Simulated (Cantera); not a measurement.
A freely propagating, adiabatic, planar premixed flame of H2 : O2 : N2 : H2O = 1 : 0.192 : 0.723 : 0.29 (molar parts), unburnt at 723 K and 2.70 bar; unity-Lewis-number transport, grid criteria slope 0.08 and curve 0.16, no radiation.

Detailed kinetics in Cantera: the H2/O2 subset of GRI-Mech 3.0, which has no nitrogen chemistry. The hydrogen kinetics of GRI-Mech 3.0 are dated; newer H2 mechanisms differ, most at raised pressure. Unity Lewis numbers drop preferential diffusion, which matters most where H2 and H carry the flame. Burning velocities carry a grid error of a few per cent, more on coarse grids.

Q: Predict: laminar burning velocity; thermal thickness; peak x(H); peak x(HO2); peak x(O).

A: 
```json
{
  "laminar_burning_velocity": "553 cm/s",
  "thermal_thickness": "0.125 mm",
  "peak x(H)": "0.0429",
  "peak x(HO2)": "0.000419",
  "peak x(O)": "0.000870"
}
```
